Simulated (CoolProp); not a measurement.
Aqueous sodium chloride as a coolant, at 10 °C, 1 atm.

Model: Melinder's fits for secondary coolants, in CoolProp.

```tsv
mass %	freezing point (°C)	conductivity (W/(m K))	Prandtl number	density (kg/m³)	viscosity (mPa s)
1.4	-0.8	0.579	9.46	1010	1.33
4.1	-2.5	0.577	9.51	1030	1.38
6.9	-4.3	0.575	9.68	1051	1.45
9.6	-6.2	0.573	9.94	1071	1.53
12.4	-8.5	0.570	10.3	1092	1.62
15.1	-11.0	0.568	10.8	1113	1.73
17.8	-13.8	0.565	11.4	1135	1.86
20.6	-17.2	0.562	12.2	1157	2.02
```
